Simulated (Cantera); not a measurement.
Feed: 1 mol Si₃N₄, 6.4 mol H₂, 0.36 mol C, held at 1.30 bar.

Equilibrium computed with Cantera from the NASA thermochemical tables; the gas is ideal and each condensed phase is pure. Candidate condensed phases: C, C₆H₆, C₇H₈, C₈H₁₈, Si, SiC, Si₃N₄; 105 gas species. Mutual solubility and eutectic melting of coexisting phases are not modelled. The tables' values for SiN are old estimates; treat these amounts as uncertain. Gases not in the tables: Si₂H₆ and higher silanes. The numbers say what is thermodynamically allowed, not how fast it happens.

log p: log10 of the partial pressure in bar; n: condensed amount in mol.

```tsv
T (K)	log p H₂	log p N₂	log p H	log p HCN	log p Si	log p CH₄	n SiC(s)	n Si₃N₄(s)	n Si(l)
1498	0.10	-1.35	-4.72	-3.75	-9.99	[?]	0.344	0.885	0
1598	0.10	-1.33	-4.22	-3.82	-8.50	[?]	0.355	0.882	0
1698	0.10	-1.33	-3.79	-3.90	-7.18	[?]	0.358	0.881	0
1798	0.10	-1.33	-3.40	-3.96	-6.00	[?]	0.359	0.880	0
1898	0.10	-1.33	-3.06	-4.02	-4.96	[?]	0.359	0.880	0
1998	0.06	-0.80	-2.77	-3.47	-4.37	[?]	0.358	0.549	0.993
2098	-0.01	-0.51	-2.51	-3.04	-3.88	-4.60	0.353	0	2.64
2198	-0.01	-0.51	-2.26	-2.76	-3.44	-4.56	0.347	0	2.65
2298	-0.01	-0.51	-2.02	-2.50	-3.04	-4.53	0.336	0	2.65
2398	-0.01	-0.52	-1.81	-2.26	-2.67	-4.50	0.315	0	2.66
2498	-0.02	-0.52	-1.61	-2.05	-2.33	-4.48	0.281	0	2.66
2598	-0.03	-0.53	-1.43	-1.85	-2.02	-4.47	0.221	0	2.65
```

**Question.** Complete the blanks.

**Answer.** 
- 1498, log p CH₄: -2.54
- 1598, log p CH₄: -3.10
- 1698, log p CH₄: -3.60
- 1798, log p CH₄: -4.04
- 1898, log p CH₄: -4.44
- 1998, log p CH₄: -4.52
